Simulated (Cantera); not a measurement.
An adiabatic, constant-volume homogeneous reactor starts with CH₃OH : O₂ : N₂ = 1 : 1.95 : 7.32 (molar parts), at 1050 K and 6.00 bar. Integrator tolerance rtol = 1e-08.

Computed with Cantera and GRI-Mech 3.0 (53 species, 325 reactions). GRI-Mech 3.0 was tuned for natural gas; its chemistry of methanol as a main component is partial and can be far from experiment.

What does this change do: O2 1.95 to 0.81 parts?


| quantity | before | after |
|---|---|---|
| time of steepest temperature rise | 40.5 ms | 41.7 ms |
| temperature at 6.00 s | 2747 K | 2115 K |
| equilibrium temperature | 2747 K | 2115 K |
| x(CH₃OH) at 6.00 s | <1e-12 (gas-phase equilibrium <1e-12) | 2.02e-12 (gas-phase equilibrium 2.07e-12) |
| x(O₂) at 6.00 s | 0.0385 (gas-phase equilibrium 0.0385) | 1.28e-7 (gas-phase equilibrium 1.28e-7) |
| x(HCN) at 6.00 s | 4.64e-10 (gas-phase equilibrium 4.64e-10) | 2.18e-7 (gas-phase equilibrium 2.18e-7) |
| x(CH₄) at 6.00 s | <1e-12 (gas-phase equilibrium <1e-12) | 5.75e-10 (gas-phase equilibrium 6.39e-10) |
| x(H₂O₂) at 6.00 s | 1.58e-6 (gas-phase equilibrium 1.58e-6) | 4.55e-10 (gas-phase equilibrium 4.55e-10) |
| x(H) at 6.00 s | 0.00103 (gas-phase equilibrium 0.00103) | 0.000236 (gas-phase equilibrium 0.000236) |

What does this change do: 0.67 parts H2O added?


```csv
quantity,before,after
time of steepest temperature rise,40.5 ms,36.8 ms
temperature at 6.00 s,2747 K,2662 K
equilibrium temperature,2747 K,2662 K
x(CH₃OH) at 6.00 s,<1e-12 (gas-phase equilibrium <1e-12),<1e-12 (gas-phase equilibrium <1e-12)
x(O₂) at 6.00 s,0.0385 (gas-phase equilibrium 0.0385),0.0361 (gas-phase equilibrium 0.0361)
x(HCN) at 6.00 s,4.64e-10 (gas-phase equilibrium 4.64e-10),2.22e-10 (gas-phase equilibrium 2.22e-10)
x(CH₄) at 6.00 s,<1e-12 (gas-phase equilibrium <1e-12),<1e-12 (gas-phase equilibrium <1e-12)
x(H₂O₂) at 6.00 s,1.58e-6 (gas-phase equilibrium 1.58e-6),1.65e-6 (gas-phase equilibrium 1.65e-6)
x(H) at 6.00 s,0.00103 (gas-phase equilibrium 0.00103),0.000745 (gas-phase equilibrium 0.000745)
```
